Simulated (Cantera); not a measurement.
A perfectly stirred reactor is fed with CO : H2 : O2 : N2 = 1 : 0.37 : 0.806 : 3.03 (molar parts), equivalence ratio 0.85, at 250000 Pa; it is adiabatic with a 398 K inlet, and is followed from long to short residence time, starting on the burning branch (τ in s: 0.098, 0.046, 0.021, 0.0098, 0.0046, 0.0021, 0.00098, 0.00046, 0.00021, 9.8e-05, 4.6e-05, 2.1e-05).

Detailed kinetics in Cantera: GRI-Mech 3.0 (53 species, 325 reactions). The hydrogen kinetics of GRI-Mech 3.0 are dated; newer H2 mechanisms differ, most at raised pressure.

Task: Predict: blow-out, bracketed by the residence times tried; x(CO) at τ = 98.0 ms; x(H2) at τ = 98.0 ms; x(O2) at τ = 98.0 ms; x(N2O) at τ = 98.0 ms; x(OH) at τ = 98.0 ms; x(CO) at τ = 0.980 ms; x(H2) at τ = 0.980 ms; x(O2) at τ = 0.980 ms; x(N2O) at τ = 0.980 ms; x(OH) at τ = 0.980 ms.

Result: 
| Quantity | Value |
|---|---|
| blow-out, bracketed by the residence times tried | burning at 46.0 µs, out at 21.0 µs |
| x(CO) at τ = 98.0 ms | 0.0131 |
| x(H2) at τ = 98.0 ms | 0.000862 |
| x(O2) at τ = 98.0 ms | 0.0299 |
| x(N2O) at τ = 98.0 ms | 4.87e-7 |
| x(OH) at τ = 98.0 ms | 0.00396 |
| x(CO) at τ = 0.980 ms | 0.0371 |
| x(H2) at τ = 0.980 ms | 0.00276 |
| x(O2) at τ = 0.980 ms | 0.0429 |
| x(N2O) at τ = 0.980 ms | 5.92e-7 |
| x(OH) at τ = 0.980 ms | 0.00685 |
